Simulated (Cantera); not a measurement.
Feed: 1 mol SiH4, 19 mol CO2, 58 mol H2, equilibrated at 0.380 bar.

Equilibrium computed with Cantera from the NASA thermochemical tables; the gas is ideal and each condensed phase is pure. Candidate condensed phases: C, C6H6, C7H8, C8H18, H2O, Si, SiC, SiO2; 123 gas species. The tables hold silica as quartz up to 1696 K and as liquid above; real silica turns to tridymite and cristobalite and melts near 1996 K. Gases not in the tables: Si(OH)4. Equilibrium is a limit: real reactors are often held back by kinetics, nucleation or transport. All values below are at 1700 K.

Base state: H2 0.566, CO 0.219, H2O 0.193, CO2 0.0218, H 0.000180 (mole fractions); condensed: SiO2(condensed).

**Question.** What changes in the equilibrium state with this change: SiH4 replaced by TEOS?

**Answer.** 
```json
[
 {"species": "H2", "before": "0.566", "after": "0.595"},
 {"species": "CO", "before": "0.219", "after": "0.268"},
 {"species": "H2O", "before": "0.193", "after": "0.121"},
 {"species": "CO2", "before": "0.0218", "after": "0.0160"},
 {"species": "H", "before": "0.000180", "after": "0.000184"},
 {"species": "SiO2(condensed), mol", "before": "1.000", "after": "1.000"}
]
```
The feed counts by its element totals alone.
